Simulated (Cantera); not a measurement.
Feed: 1 mol TiO2, 4 mol Cl2, equilibrated at 1025 K and 55.0 Pa.

Method: chemical equilibrium by Gibbs-energy minimisation in Cantera with the NASA 1993 tables (ideal gas, pure condensed phases). Candidate condensed phases: Ti, TiCl2, TiCl3, TiCl4, TiO, TiO2, Ti2O3, Ti3O5, Ti4O7; 15 gas species. Condensed phases not in the tables: TiOCl. Equilibrium is a limit: real reactors are often held back by kinetics, nucleation or transport.

Base state: Cl2 0.975, Cl 0.0236, TiCl4 0.000934, O2 0.000934 (mole fractions); condensed: TiO2(rutile).

Task: What changes in the equilibrium state with this change: pressure from 55.0 Pa to 13300 Pa?

Result: 
| species | before | after |
|---|---|---|
| Cl2 | 0.975 | 0.997 |
| Cl | 0.0236 | 0.00153 |
| TiCl4 | 0.000934 | 0.000956 |
| O2 | 0.000934 | 0.000955 |
| TiO2(rutile), mol | 0.996 | 0.996 |
